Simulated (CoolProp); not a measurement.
The numbers come from the reference Helmholtz-energy equation of state, Lemmon 2006 in CoolProp. It is a short technical equation, of lower accuracy than the large ones.

Problem. For R141b, give the phase and the cp (kJ/(kg K)), cv (kJ/(kg K)) at 137.35 °C and 0.135 MPa; 140.75 °C and 0.304 MPa; 65.15 °C and 0.0112 MPa.

Solution. 
- 137.35 °C and 0.135 MPa: gas; cp 0.914, cv 0.837
- 140.75 °C and 0.304 MPa: gas; cp 0.932, cv 0.847
- 65.15 °C and 0.0112 MPa: gas; cp 0.814, cv 0.742
